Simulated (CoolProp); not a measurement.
Vapour-liquid equilibrium of acetone (1) + toluene (2) at 0.306 MPa; x and y are mole fractions of (1).

The numbers come from the multi-fluid Helmholtz-energy mixture model, Lemmon 2006 and Lemmon 2006; pair parameters Bell 2016 in CoolProp.

Problem. Give the bubble temperature and the first vapour's composition at x = 0.05, 0.15, 0.95. Is there an azeotrope?

Solution. x = 0.05: 145.6 °C, y = 0.210; x = 0.15: 132.4 °C, y = 0.466; x = 0.95: 93.9 °C, y = 0.983. No azeotrope shows between x = 0.05 and 0.95.

The pair parameters rest on a limited set of measurements; away from them the model extrapolates.
